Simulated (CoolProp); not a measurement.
500 sccm (0 °C, 1 atm) of nitrogen bubbles through liquid R1336mzz(Z) at 274.3 K and leaves saturated at a total pressure of 0.15 MPa (ideal gas phase). Each further row changes one setting.

Values from CoolProp's reference Helmholtz-energy equation of state, McLinden 2020.

```csv
case,vapour pressure (kPa),mole fraction of vapour,delivery (mg/min),delivery (sccm),change of delivery for a bath 1 K warmer (%)
as stated,26.2,___,___,106,___
bath temperature 279.3 K,33.1,___,1040,141,___
total pressure 0.3 MPa,26.2,___,350,47.8,___
```

**Question.** What belongs in the gaps?

**Answer.** 
- as stated, mole fraction of vapour: 0.174
- as stated, delivery (mg/min): 773
- as stated, change of delivery for a bath 1 K warmer (%): 6.0
- bath temperature 279.3 K, mole fraction of vapour: 0.221
- bath temperature 279.3 K, change of delivery for a bath 1 K warmer (%): 6.1
- total pressure 0.3 MPa, mole fraction of vapour: 0.0872
- total pressure 0.3 MPa, change of delivery for a bath 1 K warmer (%): 5.4
